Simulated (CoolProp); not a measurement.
Model: reference Helmholtz-energy equation of state, de Reuck 1993, in CoolProp.

For methanol, give the phase and the Z, speed of sound (m/s), Joule-Thomson coefficient (K/MPa), viscosity (µPa s) at 258 K and 140 bar; 318 K and 140 bar.


- 258 K and 140 bar: liquid; Z 0.251, speed of sound 1310, Joule-Thomson coefficient -0.372, viscosity 1150
- 318 K and 140 bar: liquid; Z 0.217, speed of sound 1130, Joule-Thomson coefficient -0.310, viscosity 450

Viscosity comes from a separate model (Xiang 2006).
